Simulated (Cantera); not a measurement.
Cantera run:

```python
import numpy as np
import cantera as ct

gas_names = """
    C CH CH2 CH3 CH4 C2 C2H C2H2,acetylene C2H2,vinylidene C2H3,vinyl C2H4 C2H5 C2H6 C3 C3H3,propargyl
    C3H4,allene C3H4,propyne C3H4,cyclo- C3H5,allyl C3H6,propylene C3H6,cyclo- C3H7,n-propyl
    C3H7,i-propyl C3H8 C4 C4H2 C4H4,1,3-cyclo- C4H6,butadiene C4H6,2-butyne C4H6,cyclo- C4H8,1-butene
    C4H8,cis2-buten C4H8,tr2-butene C4H8,isobutene C4H8,cyclo- C4H9,n-butyl C4H9,i-butyl C4H9,s-butyl
    C4H9,t-butyl C4H10,isobutane C4H10,n-butane C5 C5H6,1,3cyclo- C5H8,cyclo- C5H10,1-pentene
    C5H10,cyclo- C5H11,pentyl C5H11,t-pentyl C5H12,n-pentane C5H12,i-pentane CH3C(CH3)2CH3 C6H2
    C6H5,phenyl C6H6 C6H10,cyclo- C6H12,1-hexene C6H12,cyclo- C6H13,n-hexyl C7H7,benzyl C7H8
    C7H14,1-heptene C7H15,n-heptyl C7H16,n-heptane C8H8,styrene C8H10,ethylbenz C8H16,1-octene
    C8H17,n-octyl C8H18,isooctane C8H18,n-octane C9H19,n-nonyl C10H8,naphthale C10H21,n-decyl
    C12H9,o-bipheny C12H10,bipheny H H2
""".split()
cond_names = """
    C(gr) C6H6(L) C7H8(L) C8H18(L),n-octa
""".split()


def load(file, names, dense=False):
    # The tables refer to 1 bar. Condensed volumes are neglected.
    table = {s.name: s for s in ct.Species.list_from_file(file)}
    out = []
    for n in names:
        d = dict(table[n].input_data)
        d["thermo"] = dict(d["thermo"], **{"reference-pressure": 1e5})
        if dense:
            d["equation-of-state"] = {"model": "constant-volume", "density": "1e6 g/cm^3"}
        out.append(ct.Species.from_dict(d))
    return out


gas = ct.Solution(thermo="ideal-gas", species=load("nasa_gas.yaml", gas_names))
cond = {s.name: ct.Solution(thermo="fixed-stoichiometry", species=[s], name=s.name)
        for s in load("nasa_condensed.yaml", cond_names, dense=True)}
atoms = {
    'C3H6': {'C': 3, 'H': 6},
    'H2': {'H': 2},
}
top_T = {'C(gr)': 4500}  # K; cautious upper limits of use, not melting points


def equilibrate(T, P, feed):
    n = {}
    for name, mol in feed.items():
        for a, k in atoms[name].items():
            n[a] = n.get(a, 0.0) + k * mol
    gas.TPX = T, P, n
    mass = sum(n.values()) * gas.mean_molecular_weight
    gas.equilibrate("TP")
    valid = [c for c in cond.values() if c.min_temp <= T <= top_T.get(c.name, c.max_temp)]
    mix = ct.Mixture([(gas, mass / gas.mean_molecular_weight)] + [(c, 0.0) for c in valid])
    mix.T, mix.P = T, P
    mix.equilibrate("TP", solver="vcs", rtol=1e-11, max_steps=5000)
    return mix


results = []
feed = {'C3H6': 1, 'H2': 3.2}  # mol
P = 30  # Pa
for T in [850, 1000, 1150, 1300, 1450, 1600, 1750, 1900, 2050, 2200, 2350, 2500]:
    mix = equilibrate(T, P, feed)
    results.append((T, P, feed, dict(zip(mix.species_names, mix.species_moles))))

top = {s: max(r[3][s] / sum(r[3][g] for g in gas_names) for r in results) for s in gas_names}
cols = sorted((s for s in top if top[s] > 0.0001), key=lambda s: -top[s])[:7]
seen = [c for c in cond_names if any(r[3].get(c, 0) > 1e-12 for r in results)]
print("log10 of partial pressures in bar; condensed amounts in mol")
print(f"{'T/K':>10s}" + "".join(f"{s[:9]:>10s}" for s in cols + seen))
for T, P, feed, n in results:
    ng = sum(n[g] for g in gas_names)
    print(f"{T:10.4g}" + "".join(f"{np.log10(max(n[s] / ng * P / 1e5, 1e-99)):10.3f}" for s in cols)
          + "".join(f"{n.get(c, 0):10.4g}" for c in seen))
```

It prints:

```
log10 of partial pressures in bar; condensed amounts in mol
       T/K        H2         H C2H2,acet        C3       C2H         C       CH4     C(gr)
       850    -3.523   -12.450   -14.543   -39.989   -29.335   -35.917    -7.252     2.999
      1000    -3.523   -10.406   -12.466   -32.260   -24.116   -29.285    -8.066         3
      1150    -3.523    -8.889   -10.935   -26.562   -20.264   -24.384    -8.676         3
      1300    -3.523    -7.718    -9.762   -22.190   -17.305   -20.615    -9.150         3
      1450    -3.523    -6.786    -8.835   -18.734   -14.962   -17.627    -9.527         3
      1600    -3.524    -6.027    -8.085   -15.935   -13.061   -15.201    -9.836         3
      1750    -3.529    -5.398    -7.468   -13.624   -11.490   -13.192   -10.097     2.999
      1900    -3.543    -4.872    -6.961   -11.685   -10.173   -11.502   -10.336     2.995
      2050    -3.580    -4.434    -6.554   -10.036    -9.064   -10.060   -10.589     2.988
      2200    -3.664    -4.082    -6.256    -8.617    -8.133    -8.816   -10.909     2.973
      2350    -3.831    -3.820    -6.089    -7.384    -7.369    -7.732   -11.373     2.948
      2500    -4.112    -3.656    -6.078    -6.304    -6.765    -6.779   -12.048     2.875
```

Method: chemical equilibrium by Gibbs-energy minimisation in Cantera with the NASA 1993 tables (ideal gas, pure condensed phases).
